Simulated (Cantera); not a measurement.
Cantera run:

```python
import numpy as np
import cantera as ct

gas_names = [...]  # 92 gases of nasa_gas.yaml made of C, H, N
cond_names = """
    C(gr) C6H6(L) C7H8(L) C8H18(L),n-octa
""".split()


# ... load() reads the species with a 1 bar reference pressure and builds the phases ...
atoms = {
    'C': {'C': 1},
    'NH3': {'N': 1, 'H': 3},
    'N2': {'N': 2},
}
top_T = {'C(gr)': 4500}  # K; cautious upper limits of use, not melting points


# ... equilibrate(T, P, feed) seeds the gas with the atoms and calls Mixture.equilibrate('TP', solver="vcs", rtol=1e-11, max_steps=5000) ...
results = []
feed = {'C': 1, 'NH3': 0.026, 'N2': 0.61}  # mol
P = 1333.22  # Pa
for T in [1025, 1225, 1425, 1625, 1825, 2025, 2225]:
    mix = equilibrate(T, P, feed)
    results.append((T, P, feed, dict(zip(mix.species_names, mix.species_moles))))

top = {s: max(r[3][s] / sum(r[3][g] for g in gas_names) for r in results) for s in gas_names}
cols = sorted((s for s in top if top[s] > 0.001), key=lambda s: -top[s])[:7]
seen = [c for c in cond_names if any(r[3].get(c, 0) > 1e-12 for r in results)]
print("log10 of partial pressures in bar; condensed amounts in mol")
print(f"{'T/K':>10s}" + "".join(f"{s[:9]:>10s}" for s in cols + seen))
for T, P, feed, n in results:
    ng = sum(n[g] for g in gas_names)
    print(f"{T:10.4g}" + "".join(f"{np.log10(max(n[s] / ng * P / 1e5, 1e-99)):10.3f}" for s in cols)
          + "".join(f"{n.get(c, 0):10.4g}" for c in seen))
```

Output:

```
log10 of partial pressures in bar; condensed amounts in mol
       T/K        N2        H2         H       HCN     C(gr)
      1025    -1.901    -3.105    -9.913    -7.618         1
      1225    -1.901    -3.105    -8.059    -6.513         1
      1425    -1.902    -3.105    -6.719    -5.721    0.9999
      1625    -1.902    -3.108    -5.705    -5.127    0.9996
      1825    -1.902    -3.115    -4.914    -4.668    0.9989
      2025    -1.903    -3.136    -4.284    -4.309    0.9973
      2225    -1.906    -3.190    -3.783    -4.034    0.9947
```

These are equilibrium values from Cantera (NASA tables, ideal gas, pure condensed phases), not measurements of a reactor.
